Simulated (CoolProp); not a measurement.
Properties of benzene along the isotherm 20.75 °C (Tc = 288.9 °C, pc = 4.906 MPa, ω = 0.211).

Values from CoolProp's reference Helmholtz-energy equation of state, Thol 2012.

| p (MPa) | phase | Z | Joule-Thomson coefficient (K/MPa) | isothermal compressibility (1/MPa) | viscosity (µPa s) |
|---|---|---|---|---|---|
| 0.92 | liquid | 0.03347 | -0.4266 | 0.0009282 | 644 |
| 1.84 | liquid | 0.06688 | -0.4278 | 0.0009200 | 650 |
| 2.76 | liquid | 0.1002 | -0.4290 | 0.0009119 | 655 |
| 3.68 | liquid | 0.1335 | -0.4302 | 0.0009040 | 661 |
| 4.6 | liquid | 0.1668 | -0.4313 | 0.0008962 | 666 |
| 5.52 | liquid | 0.2000 | -0.4324 | 0.0008886 | 671 |
| 6.44 | liquid | 0.2331 | -0.4335 | 0.0008812 | 677 |
| 7.36 | liquid | 0.2662 | -0.4345 | 0.0008739 | 682 |

Viscosity comes from a separate model (Avgeri 2014).
